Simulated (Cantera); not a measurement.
A closed system holds: 1 mol B2H6, 2.4 mol NH3, 23 mol N2, 0.082 mol H2O, equilibrated at 2100 °C and 0.290 bar.

Cantera equilibrium calculation (NASA polynomials, part measured and part estimated; ideal gas, pure solids and liquids). Candidate condensed phases: B, BN, B2O3, B3O3H3, H2O; 39 gas species. The feed counts by its element totals alone. The tables' values for BH2 are old estimates; treat these amounts as uncertain. Rates play no part.

Base state: N2 0.771, H2 0.215, H 0.0120, HBO 0.00167, BO 0.000992, BH2 0.000145, B2O2 2.22e-5, B 2.03e-5 (mole fractions); condensed: BN(s).

Q: What changes in the equilibrium state with this change: temperature from 2100 °C to 950 °C?

A: 
| species | before | after |
|---|---|---|
| N2 | 0.771 | 0.776 |
| H2 | 0.215 | 0.222 |
| H2O | 1.89e-6 | 0.00119 |
| H | 0.0120 | 2.63e-7 |
| HBO2 | 8.90e-7 | 7.35e-5 |
| BO | 0.000992 | <1e-9 |
| BH2 | 0.000145 | <1e-9 |
| B2O2 | 2.22e-5 | <1e-9 |
| B | 2.03e-5 | <1e-9 |
| HBO | 0.00167 | 9.03e-7 |
| BN(s), mol | 1.91 | 1.97 |
| B2O3(l), mol | 0 | 0.0140 |
Mutual solubility and eutectic melting of coexisting phases are not modelled. Gases not in the tables: H3BO3.
